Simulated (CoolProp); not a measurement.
Vapour-liquid equilibrium of hydrogen sulfide (1) + n-pentane (2) at 2.95 °C; x and y are mole fractions of (1).

Values from CoolProp's multi-fluid Helmholtz-energy mixture model, Lemmon 2006 and Thol 2019; pair parameters Kunz 2012.

| x | bubble pressure (kPa) | y at the bubble point | dew pressure at overall composition x (kPa) | liquid density (mol/L) |
|---|---|---|---|---|
| 0.05 | 98.37 | 0.723 | 29.39 | 9.181 |
| 0.125 | 221.1 | 0.882 | 31.89 | 9.625 |
| 0.2 | 349.1 | [?] | 34.86 | 10.12 |
| 0.275 | 467.9 | 0.949 | 38.43 | 10.66 |
| 0.35 | 569.4 | 0.960 | 42.81 | 11.28 |
| 0.425 | 651.5 | [?] | 48.29 | 11.97 |
| 0.5 | 717.0 | [?] | 55.39 | 12.77 |
| 0.575 | 771.2 | [?] | 64.92 | 13.70 |
| 0.65 | 820.4 | 0.978 | 78.41 | 14.79 |
| 0.725 | 870.2 | 0.981 | 99.01 | 16.09 |
| 0.8 | 925.7 | 0.985 | 134.3 | 17.67 |
| 0.875 | 990.6 | 0.990 | 209.3 | 19.65 |
| 0.95 | 1067 | 0.996 | [?] | [?] |

Problem. Complete the blanks.

Solution. 
- 0.2, y at the bubble point: 0.929
- 0.425, y at the bubble point: 0.967
- 0.5, y at the bubble point: 0.972
- 0.575, y at the bubble point: 0.975
- 0.95, dew pressure at overall composition x (kPa): 473.9
- 0.95, liquid density (mol/L): 22.16

No azeotrope shows between x = 0.05 and 0.95.

Pair parameters are fitted to limited data, so mixtures are less certain than the pure fluids.
